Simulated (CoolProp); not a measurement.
Vapour-liquid equilibrium of CF4 (R14) (1) + R13 (2) at 0.599 MPa; x and y are mole fractions of (1).

Values from CoolProp's multi-fluid Helmholtz-energy mixture model, Platzer 1990 and Platzer 1990; pair parameters Bell 2016. This equation is an older, rougher fit; its heat capacities, sound speeds and derivatives of the liquid may be far off and weren't checked against measurements.

| x | bubble temperature, mixture model (K) | bubble temperature, Raoult's law (K) | y, mixture model | y, Raoult's law |
|---|---|---|---|---|
| 0.05 | 224.7 | 224.9 | 0.265 | 0.291 |
| 0.15 | 211.7 | 213.0 | 0.585 | 0.604 |
| 0.25 | … | 204.6 | … | 0.760 |
| 0.35 | 196.4 | 198.1 | … | 0.847 |
| 0.45 | 191.7 | 193.0 | 0.879 | 0.900 |
| 0.55 | 188.0 | 188.8 | 0.914 | 0.935 |
| 0.65 | 184.9 | 185.3 | 0.940 | 0.958 |
| 0.75 | … | 182.4 | … | 0.975 |
| 0.85 | 179.8 | 179.8 | … | 0.987 |
| 0.95 | … | 177.5 | 0.993 | 0.996 |

Question: What belongs in the gaps?

Answer: 
- 0.25, bubble temperature, mixture model (K): 202.8
- 0.25, y, mixture model: 0.742
- 0.35, y, mixture model: 0.827
- 0.75, bubble temperature, mixture model (K): 182.3
- 0.75, y, mixture model: 0.960
- 0.85, y, mixture model: 0.977
- 0.95, bubble temperature, mixture model (K): 177.6

The largest gap from Raoult's law is -1.8 K in bubble temperature, at x = 0.25. No azeotrope shows between x = 0.05 and 0.95.

Pair parameters are fitted to limited data, so mixtures are less certain than the pure fluids.
